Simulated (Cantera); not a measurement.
**Adiabatic ignition**

An adiabatic, constant-volume homogeneous reactor starts with CH4 : O2 : N2 : H2O = 1 : 6.06 : 22.8 : 0.12 (molar parts), equivalence ratio 0.33, at 1525 K and 0.908 atm.

Cantera simulation using GRI-Mech 3.0 (53 species, 325 reactions); the numbers are that mechanism's predictions, not measurements.

```json
[
 {"t (s)": "1.00e-6", "T (K)": "1525", "P (bar)": "0.920", "x CH4": "0.0334", "x O2": "0.202", "x HO2": "3.45e-8", "x CO": "<1e-12", "x CO2": "<1e-12", "x CH2": "<1e-12"},
 {"t (s)": "2.82e-6", "T (K)": "1525", "P (bar)": "0.920", "x CH4": "0.0334", "x O2": "0.202", "x HO2": "9.70e-8", "x CO": "<1e-12", "x CO2": "<1e-12", "x CH2": "<1e-12"},
 {"t (s)": "7.95e-6", "T (K)": "1525", "P (bar)": "0.920", "x CH4": "0.0334", "x O2": "0.202", "x HO2": "2.71e-7", "x CO": "1.98e-11", "x CO2": "1.51e-12", "x CH2": "<1e-12"},
 {"t (s)": "2.24e-5", "T (K)": "1525", "P (bar)": "0.920", "x CH4": "0.0334", "x O2": "0.202", "x HO2": "7.46e-7", "x CO": "4.04e-10", "x CO2": "2.30e-11", "x CH2": "<1e-12"},
 {"t (s)": "6.31e-5", "T (K)": "1525", "P (bar)": "0.920", "x CH4": "0.0333", "x O2": "0.202", "x HO2": "1.96e-6", "x CO": "1.05e-8", "x CO2": "5.03e-10", "x CH2": "5.01e-12"},
 {"t (s)": "0.000178", "T (K)": "1525", "P (bar)": "0.920", "x CH4": "0.0333", "x O2": "0.202", "x HO2": "4.57e-6", "x CO": "4.65e-7", "x CO2": "2.40e-8", "x CH2": "1.13e-10"},
 {"t (s)": "0.000502", "T (K)": "1530", "P (bar)": "0.923", "x CH4": "0.0322", "x O2": "0.201", "x HO2": "2.21e-5", "x CO": "0.000123", "x CO2": "6.81e-6", "x CH2": "1.85e-8"},
 {"t (s)": "0.00141", "T (K)": "2361", "P (bar)": "1.43", "x CH4": "<1e-12", "x O2": "0.133", "x HO2": "6.16e-6", "x CO": "0.00130", "x CO2": "0.0319", "x CH2": "<1e-12"},
 {"t (s)": "0.00399", "T (K)": "2361", "P (bar)": "1.43", "x CH4": "<1e-12", "x O2": "0.133", "x HO2": "6.17e-6", "x CO": "0.00124", "x CO2": "0.0320", "x CH2": "<1e-12"},
 {"t (s)": "0.0112", "T (K)": "2356", "P (bar)": "1.43", "x CH4": "<1e-12", "x O2": "0.132", "x HO2": "6.06e-6", "x CO": "0.00122", "x CO2": "0.0320", "x CH2": "<1e-12"},
 {"t (s)": "0.0317", "T (K)": "2347", "P (bar)": "1.42", "x CH4": "<1e-12", "x O2": "0.130", "x HO2": "5.84e-6", "x CO": "0.00117", "x CO2": "0.0321", "x CH2": "<1e-12"},
 {"t (s)": "0.0893", "T (K)": "2336", "P (bar)": "1.41", "x CH4": "<1e-12", "x O2": "0.128", "x HO2": "5.59e-6", "x CO": "0.00111", "x CO2": "0.0321", "x CH2": "<1e-12"},
 {"t (s)": "0.252", "T (K)": "2333", "P (bar)": "1.41", "x CH4": "<1e-12", "x O2": "0.127", "x HO2": "5.51e-6", "x CO": "0.00109", "x CO2": "0.0322", "x CH2": "<1e-12"},
 {"t (s)": "0.710", "T (K)": "2333", "P (bar)": "1.41", "x CH4": "<1e-12", "x O2": "0.127", "x HO2": "5.51e-6", "x CO": "0.00109", "x CO2": "0.0322", "x CH2": "<1e-12"},
 {"t (s)": "2.00", "T (K)": "2333", "P (bar)": "1.41", "x CH4": "<1e-12", "x O2": "0.127", "x HO2": "5.51e-6", "x CO": "0.00109", "x CO2": "0.0322", "x CH2": "<1e-12"}
]
```
x: mole fraction; the columns are a selection and need not sum to one.

```
Quantity                                                            Result
---------------------------------  ---------------------------------------
time of steepest temperature rise                                 0.718 ms
temperature at 2.00 s                                               2333 K
equilibrium temperature                                             2333 K
x(CH4) at 2.00 s                     <1e-12 (gas-phase equilibrium <1e-12)
x(O2) at 2.00 s                        0.127 (gas-phase equilibrium 0.127)
x(HO2) at 2.00 s                   5.51e-6 (gas-phase equilibrium 5.51e-6)
```
